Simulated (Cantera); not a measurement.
Thermodynamics of abatement and gas-phase synthesis, feed CO₂ + O₂

Charge: 1 mol CO₂, a varied amount of O₂, at 1923 K and 0.900 Torr.

Equilibrium computed with Cantera from the NASA thermochemical tables; the gas is ideal and each condensed phase is pure. Candidate condensed phases: C; 12 gas species. Equilibrium is a limit: real reactors are often held back by kinetics, nucleation or transport.

| n(O₂) (mol) | log p CO₂ | log p O₂ | log p CO | log p O |
|---|---|---|---|---|
| 0.046 | -2.99 | -4.06 | -4.12 | -5.47 |
| 0.077 | -2.99 | -3.94 | -4.19 | -5.41 |
| 0.13 | -3.01 | -3.80 | -4.28 | -5.34 |
| 0.21 | -3.03 | -3.65 | -4.37 | -5.27 |
| 0.35 | -3.07 | -3.50 | -4.50 | -5.19 |
| 0.58 | -3.14 | -3.35 | -4.63 | -5.12 |
| 0.97 | -3.23 | -3.23 | -4.79 | -5.06 |
| 1.6 | -3.35 | -3.14 | -4.95 | -5.01 |
log p: log10 of the partial pressure in bar; nothing condenses.

From 0.046 mol O₂ to 1.6 mol O₂ nothing is condensed. The main C-bearing gas is CO₂ throughout.
